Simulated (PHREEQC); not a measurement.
Dissolve 0.0012 mol/kgw NH4HF2, 0.0028 mol/kgw H2SiF6, 0.0068 mol/kgw H3PO4 and 0.0083 mol/kgw HCl at 70 °C. Closed to the air; pH follows from the charge balance.

All values are PHREEQC results (ion-association model, phreeqc.dat), not measurements.

This is a speciation only: nothing precipitates in the calculation.

Q: What pH does the model give?

A: pH 1.97.

Q: In which forms is P present?

A: H3PO4 69 %, H2PO4- 31 % of the P.

Saturation is exceeded, for instance for Quartz (slow to form), Chalcedony (slow to form); the values hold only as long as no solid forms. Species that the database lacks are ignored. Constants without temperature data keep their 25 °C values here. SiF6-2 is the database's only silicon fluoride.
